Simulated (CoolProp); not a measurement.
Vapour-liquid equilibrium of R152A (1) + isobutane (2) at -59.45 °C; x and y are mole fractions of (1).

The numbers come from the multi-fluid Helmholtz-energy mixture model, Outcalt 1996 and Bücker 2006; pair parameters Bell 2016 in CoolProp.

```tsv
x	bubble pressure (MPa)	y at the bubble point	dew pressure at overall composition x (MPa)	liquid density (mol/L)
0.05	0.01302	0.296	0.01004	11.24
0.125	0.01653	0.478	0.01080	11.50
0.2	0.01864	___	0.01168	11.78
0.275	0.01982	0.602	0.01271	12.07
0.35	0.02042	___	0.01392	___
0.425	0.02069	0.637	0.01536	12.72
0.5	0.02078	0.642	0.01707	13.08
0.575	0.02080	0.644	0.01906	13.47
0.65	0.02080	0.646	0.02079	___
0.725	0.02078	0.652	0.01975	14.34
0.8	0.02061	0.668	0.01849	14.84
0.875	0.01999	0.710	___	15.38
0.95	0.01818	0.819	0.01620	15.96
```

Task: Complete the blanks.

Result: 
- 0.2, y at the bubble point: 0.560
- 0.35, y at the bubble point: 0.625
- 0.35, liquid density (mol/L): 12.38
- 0.65, liquid density (mol/L): 13.89
- 0.875, dew pressure at overall composition x (MPa): 0.01729

y crosses x between x = 0.575 and 0.65: the model has an azeotrope there.

The pair parameters rest on a limited set of measurements; away from them the model extrapolates. With so large a gap from Raoult's law the liquid may split in two, which this calculation doesn't test in full.
